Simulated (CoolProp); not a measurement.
Vapour-liquid equilibrium of nitrogen (1) + carbon monoxide (2) at 6.05 bar; x and y are mole fractions of (1).

Model: multi-fluid Helmholtz-energy mixture model, Span 2000 and Lemmon 2006; pair parameters Gernert 2013, in CoolProp.

| x | bubble temperature, mixture model (K) | bubble temperature, Raoult's law (K) | y, mixture model | y, Raoult's law |
|---|---|---|---|---|
| 0.05 | 101.1 | 101.2 | 0.068 | 0.070 |
| 0.2 | 100.2 | 100.3 | 0.259 | 0.263 |
| 0.35 | 99.3 | 99.5 | 0.427 | 0.436 |
| 0.5 | 98.5 | 98.8 | 0.578 | 0.590 |
| 0.65 | 97.8 | 98.0 | 0.713 | 0.728 |
| 0.8 | 97.2 | 97.4 | 0.839 | 0.853 |
| 0.95 | 96.7 | 96.7 | 0.960 | 0.965 |

The largest gap from Raoult's law is -0.3 K in bubble temperature, at x = 0.5. No azeotrope shows between x = 0.05 and 0.95.

The pair parameters rest on a limited set of measurements; away from them the model extrapolates.
